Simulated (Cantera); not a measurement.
Input (Python, Cantera):

```python
import numpy as np
import cantera as ct

gas = ct.Solution("gri30.yaml")
gas.TPX = 1125, 180000, {'N2O': 1, 'O2': 1.3}
reactor = ct.IdealGasConstPressureReactor(gas, energy="off", clone=False)
net = ct.ReactorNet([reactor])
net.rtol, net.atol = 1e-08, 1e-18
show = ['N2O', 'O2', 'NO', 'NO2', 'N2', 'O']
times = np.geomspace(0.0007, 40, 14)

steps = ct.SolutionArray(gas, extra=["t"])
rows = []
print(f"{'t/s':>10s}{'T/K':>9s}{'P/Pa':>11s}" + "".join(f"{s:>11s}" for s in show))
for t in times:
    while net.time < t:
        t_next = net.step()
        steps.append(gas.state, t=t_next)
    rows.append([np.interp(t, steps.t, y) for y in (steps.T, steps.P, *steps(*show).X.T)])
    print(f"{t:10.3e}{rows[-1][0]:9.1f}{rows[-1][1]:11.4g}" + "".join(f"{x:11.3e}" for x in rows[-1][2:]))
rate = np.gradient(steps.T, steps.t)
print("integrator steps:", len(steps.t))
if steps.T.max() > steps.T[0] + 200:
    print(f"time of steepest temperature rise: {steps.t[rate.argmax()]:.4e} s")
gas.TPX = 1125, 180000, {'N2O': 1, 'O2': 1.3}
gas.equilibrate("TP")
print(f"equilibrium (TP): T = {gas.T:.1f} K  " + "  ".join(f"{s} {gas[s].X[0]:.3e}" for s in show))
```

It prints:

```
       t/s      T/K       P/Pa        N2O         O2         NO        NO2         N2          O
 7.000e-04   1125.0    1.8e+05  4.347e-01  5.652e-01  5.007e-06  1.598e-09  6.332e-05  4.700e-07
 1.626e-03   1125.0    1.8e+05  4.346e-01  5.652e-01  1.172e-05  8.723e-09  1.476e-04  4.699e-07
 3.775e-03   1125.0    1.8e+05  4.343e-01  5.653e-01  2.726e-05  4.580e-08  3.432e-04  4.697e-07
 8.767e-03   1125.0    1.8e+05  4.338e-01  5.654e-01  6.321e-05  2.312e-07  7.969e-04  4.693e-07
 2.036e-02   1125.0    1.8e+05  4.324e-01  5.656e-01  1.459e-04  1.079e-06  1.847e-03  4.683e-07
 4.728e-02   1125.0    1.8e+05  4.294e-01  5.660e-01  3.348e-04  4.334e-06  4.266e-03  4.653e-07
 1.098e-01   1125.0    1.8e+05  4.224e-01  5.670e-01  7.602e-04  1.389e-05  9.776e-03  4.577e-07
 2.550e-01   1125.0    1.8e+05  4.069e-01  5.693e-01  1.691e-03  3.604e-05  2.202e-02  4.407e-07
 5.922e-01   1125.0    1.8e+05  3.744e-01  5.742e-01  3.586e-03  8.136e-05  4.779e-02  4.059e-07
 1.375e+00   1125.0    1.8e+05  3.130e-01  5.834e-01  6.924e-03  1.615e-04  9.654e-02  3.433e-07
 3.194e+00   1125.0    1.8e+05  2.176e-01  5.981e-01  1.140e-02  2.705e-04  1.726e-01  2.504e-07
 7.417e+00   1125.0    1.8e+05  1.086e-01  6.156e-01  1.514e-02  3.670e-04  2.602e-01  1.411e-07
 1.722e+01   1125.0    1.8e+05  2.966e-02  6.291e-01  1.641e-02  4.282e-04  3.244e-01  4.664e-08
 4.000e+01   1125.0    1.8e+05  2.222e-03  6.339e-01  1.617e-02  6.590e-04  3.470e-01  5.946e-09
integrator steps: 854
equilibrium (TP): T = 1125.0 K  N2O 8.369e-09  O2 6.428e-01  NO 1.257e-04  NO2 7.306e-06  N2 3.571e-01  O 2.776e-09
```

Detailed kinetics in Cantera: GRI-Mech 3.0 (53 species, 325 reactions). GRI-Mech 3.0 was tuned for natural gas; its chemistry of N2O as a main component is partial and can be far from experiment. The mechanism lacks the step 2 NO + O2 → 2 NO2, which can matter for NO2 below about 1400 K. The temperature is held fixed by assumption; the heat of reaction is taken as removed at once.
